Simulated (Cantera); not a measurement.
A closed system holds: 1 mol B, 21 mol H2, 41 mol N2, held at 0.000680 bar.

Method: chemical equilibrium by Gibbs-energy minimisation in Cantera with the NASA 1993 tables (ideal gas, pure condensed phases). Candidate condensed phases: B, BN; 15 gas species. N2 is the only nitrogen source here; it is nearly inert below about 1500 K, so the nitride shown seldom forms there in practice. The tables' values for BH2 are old estimates; treat these amounts as uncertain. Rates play no part.

log p: log10 of the partial pressure in bar; n: condensed amount in mol.

```json
[
 {"T (°C)": "825", "log p N2": "-3.35", "log p H2": "-3.63", "log p H": "-9.42", "log p B": "<-15", "n BN(s)": "1.00", "n B(s)": "0"},
 {"T (°C)": "975", "log p N2": "-3.35", "log p H2": "-3.63", "log p H": "-8.15", "log p B": "<-15", "n BN(s)": "1.00", "n B(s)": "0"},
 {"T (°C)": "1125", "log p N2": "-3.35", "log p H2": "-3.63", "log p H": "___", "log p B": "<-15", "n BN(s)": "1.00", "n B(s)": "0"},
 {"T (°C)": "1275", "log p N2": "-3.35", "log p H2": "-3.63", "log p H": "-6.33", "log p B": "-13.30", "n BN(s)": "1.000", "n B(s)": "0"},
 {"T (°C)": "1425", "log p N2": "-3.35", "log p H2": "-3.64", "log p H": "-5.66", "log p B": "-10.90", "n BN(s)": "1.000", "n B(s)": "0"},
 {"T (°C)": "1575", "log p N2": "-3.35", "log p H2": "-3.64", "log p H": "___", "log p B": "___", "n BN(s)": "0.999", "n B(s)": "0"},
 {"T (°C)": "1725", "log p N2": "-3.36", "log p H2": "-3.66", "log p H": "-4.63", "log p B": "-7.18", "n BN(s)": "0.989", "n B(s)": "0"},
 {"T (°C)": "1875", "log p N2": "-3.37", "log p H2": "-3.72", "log p H": "-4.24", "log p B": "-5.88", "n BN(s)": "0", "n B(s)": "0.851"}
]
```

Problem. Complete the blanks.

Solution. 
- 1125, log p H: -7.14
- 1575, log p H: -5.10
- 1575, log p B: -8.89
